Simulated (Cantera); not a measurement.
BN + F2 + N2 (nitride etching)

Charge: 1 mol BN, 16 mol F2, 8.8 mol N2, equilibrated at 7.10 Pa.

Equilibrium computed with Cantera from the NASA thermochemical tables; the gas is ideal and each condensed phase is pure. Candidate condensed phases: B, BN; 13 gas species. Rates play no part.

```
T (K)  log p F  log p F2  log p N2  log p BF3  log p NF3  log p NF2
-----  -------  --------  --------  ---------  ---------  ---------
725      -4.89     -4.51     -4.62      -5.58      -6.88     -11.89
775      -4.59     -4.68     -4.66      -5.63      -7.76     -11.92
825      -4.41     -4.98     -4.71      -5.68      -8.78     -12.11
875      -4.32     -5.40     -4.75      -5.72      -9.91     -12.43
925      -4.29     -5.88     -4.77      -5.74     -11.04     -12.79
975      -4.29     -6.33     -4.77      -5.74     -12.10     -13.16
1025     -4.28     -6.76     -4.77      -5.74     -13.08     -13.49
1075     -4.28     -7.15     -4.77      -5.74     -13.97     -13.80
1125     -4.28     -7.50     -4.77      -5.74     -14.78     -14.08
```
log p: log10 of the partial pressure in bar; nothing condenses.

From 725 K to 1125 K nothing is condensed. The main B-bearing gas is BF3 throughout.
